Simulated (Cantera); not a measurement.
Mixture: CO : H2 : CH4 : O2 : N2 = 1 : 0.21 : 0.44 : 0.928 : 5.57 (molar parts), equivalence ratio 1.6, at 1.70 bar, adiabatic and at constant pressure. Ignition delay is the time to a rise of 400 K.

Detailed kinetics in Cantera: GRI-Mech 3.0 (53 species, 325 reactions). Below about 1000 K GRI-Mech 3.0 lacks low-temperature oxidation paths.

Task: Predict: delay at 975 K; delay at 1125 K; delay at 1275 K; delay at 1425 K; delay at 1575 K; apparent activation energy between 1425 and 1575 K.

Result: delay at 975 K: 25.5 ms
delay at 1125 K: 5.83 ms
delay at 1275 K: 1.58 ms
delay at 1425 K: 0.470 ms
delay at 1575 K: 0.168 ms
apparent activation energy between 1425 and 1575 K: 130 kJ/mol
